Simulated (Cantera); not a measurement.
Feed: 1 mol Zr, 6.9 mol N2O, 0.41 mol N2, at 6150 Torr.

These are equilibrium values from Cantera (NASA tables, ideal gas, pure condensed phases), not measurements of a reactor. Candidate condensed phases: Zr, ZrN, ZrO2; 13 gas species. Kinetics and transport are ignored.

Question: At 1650 K, list the 4 most abundant gas species with their mole fractions, and the condensed phases.

Answer: N2 0.748, O2 0.250, NO 0.00253, NO2 2.81e-5. Condensed: ZrO2(tetragonal).
